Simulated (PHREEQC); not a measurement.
A solution holds 0.0015 mol MgSO4 per kg of water, at 20 °C. Closed to the air; pH follows from the charge balance.

Computed with PHREEQC (ion-association model, phreeqc.dat).

Each row changes one thing in this solution. This is a speciation only: nothing precipitates in the calculation.

```tsv
case	pH	ionic strength (mol/kgw)	SO4-2 (mol/kgw)	HSO4- (mol/kgw)
as made	7.04	0.00523	0.00131	8.37e-9
MgSO4 from 0.0015 to 0.00225 mol/kgw	7.02	0.00755	0.00189	1.20e-8
temperature from 20 to 35 °C	6.79	0.00498	0.00124	1.96e-8
MgSO4 replaced by NH4HSO4 at the same molality	2.89	0.00421	0.00136	0.000125
diluted 2-fold with water	7.05	0.00275	0.000688	4.48e-9
temperature from 20 to 65 °C	6.39	0.00444	0.00111	9.37e-8
MgSO4 from 0.0015 to 0.015 mol/kgw	6.94	0.0396	0.00991	5.89e-8
```

At this temperature some constants are extrapolated from 25 °C, and those without enthalpy data are left unchanged.
